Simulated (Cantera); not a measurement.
A Cantera script and its output.

```python
import numpy as np
import cantera as ct

gas = ct.Solution("gri30.yaml")
gas.TPX = 648, 13332, {'CH4': 1, 'C2H6': 0.23, 'C3H8': 0.19, 'O2': 2.5, 'N2': 12.3, 'H2O': 0.74}
flame = ct.FreeFlame(gas, width=0.16)
flame.set_refine_criteria(ratio=3, slope=0.08, curve=0.16)
flame.transport_model = "mixture-averaged"
flame.solve(loglevel=0, auto=True)
flame.transport_model = "multicomponent"
flame.soret_enabled = True
flame.solve(loglevel=0, refine_grid=True)
z, T = flame.grid, flame.T
thick = (T[-1] - T[0]) / np.gradient(T, z).max()
show = ['CH4', 'C2H6', 'C3H8', 'O', 'C2H4', 'HCN']
print(f"laminar burning velocity  {flame.velocity[0] * 100:.3f} cm/s")
print(f"burnt temperature         {T[-1]:.1f} K")
print(f"thermal thickness         {thick * 1e3:.4f} mm")
print(f"grid points               {len(z)}")
z0 = z[flame.heat_release_rate.argmax()]
print(f"{'z/mm':>9s}{'T/K':>9s}{'u/(m/s)':>9s}" + "".join(f"{s:>11s}" for s in show))
rows = []
for k in (-3, -2, -1.5, -1, -0.5, -0.25, 0, 0.25, 0.5, 1, 2, 4, 8):
    zz = z0 + k * thick
    rows.append([k * thick, np.interp(zz, z, T), np.interp(zz, z, flame.velocity),
                 *(np.interp(zz, z, flame.X[gas.species_index(s)]) for s in show)])
    print(f"{rows[-1][0] * 1e3:9.3f}{rows[-1][1]:9.1f}{rows[-1][2]:9.3f}" + "".join(f"{x:11.3e}" for x in rows[-1][3:]))
```

Output:

```
laminar burning velocity  71.707 cm/s
burnt temperature         1885.8 K
thermal thickness         3.7807 mm
grid points               127
     z/mm      T/K  u/(m/s)        CH4       C2H6       C3H8          O       C2H4        HCN
  -11.342    649.0    0.721  5.863e-02  1.351e-02  1.117e-02  6.915e-13  3.032e-06  2.122e-09
   -7.561    654.1    0.730  5.800e-02  1.345e-02  1.113e-02  4.317e-11  2.384e-05  1.668e-08
   -5.671    670.8    0.752  5.672e-02  1.335e-02  1.110e-02  1.079e-09  1.194e-04  8.402e-08
   -3.781    754.1    0.856  5.235e-02  1.282e-02  1.078e-02  4.022e-08  8.411e-04  6.162e-07
   -1.890   1085.1    1.266  3.778e-02  8.970e-03  6.589e-03  3.025e-06  4.670e-03  4.290e-06
   -0.945   1379.8    1.648  2.342e-02  3.699e-03  1.603e-03  3.596e-05  6.105e-03  9.647e-06
    0.000   1647.6    2.002  8.323e-03  2.999e-04  2.611e-05  1.487e-04  2.370e-03  1.938e-05
    0.945   1787.3    2.184  1.663e-03  6.550e-06  1.762e-08  2.006e-04  2.786e-04  3.039e-05
    1.890   1835.8    2.243  3.042e-04  2.318e-07  1.831e-11  1.567e-04  1.938e-05  3.441e-05
    3.781   1858.4    2.265  1.947e-05  1.236e-09  1.240e-14  1.024e-04  1.215e-07  3.041e-05
    7.561   1865.8    2.271  7.703e-07  2.188e-12  1.466e-16  8.512e-05  1.527e-09  1.927e-05
   15.123   1870.3    2.275  1.158e-08  5.698e-16 -2.455e-17  7.280e-05  2.058e-11  8.071e-06
   30.246   1876.2    2.281  2.286e-11 -2.534e-17 -1.262e-17  5.678e-05  3.588e-14  1.928e-06
```

Model: GRI-Mech 3.0 (53 species, 325 reactions), integrated in Cantera. GRI-Mech 3.0 was tuned for natural gas; its chemistry of propane as a main component is partial and can be far from experiment. Burning velocities carry a grid error of a few per cent, more on coarse grids.
